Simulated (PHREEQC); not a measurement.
Dissolve 1.2 mmol/kgw Ca(OH)2 at 25 °C. Closed to the air; pH follows from the charge balance.

All values are PHREEQC results (Pitzer model, pitzer.dat), not measurements.

No solid was allowed to form.

### Question
What pH, osmotic coefficient, specific conductance does the model give?

### Answer
pH 11.34; osmotic coefficient 0.951; specific conductance 584 µS/cm.
